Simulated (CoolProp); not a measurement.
Vapour-liquid equilibrium of CH2F2 (R32) (1) + isobutane (2) at 305.8 K; x and y are mole fractions of (1).

Computed with CoolProp (multi-fluid Helmholtz-energy mixture model, Tillner-Roth 1997 and Bücker 2006; pair parameters Bell 2016).

Problem. Give the bubble pressure and the first vapour's composition at x = 0.5, 0.575, 0.725. Is there an azeotrope?

Solution. x = 0.5: 1887 kPa, y = 0.776; x = 0.575: 1948 kPa, y = 0.790; x = 0.725: 2047 kPa, y = 0.824. y crosses x between x = 0.875 and 0.95: the model has an azeotrope there.

Pair parameters are fitted to limited data, so mixtures are less certain than the pure fluids. With so large a gap from Raoult's law the liquid may split in two, which this calculation doesn't test in full.
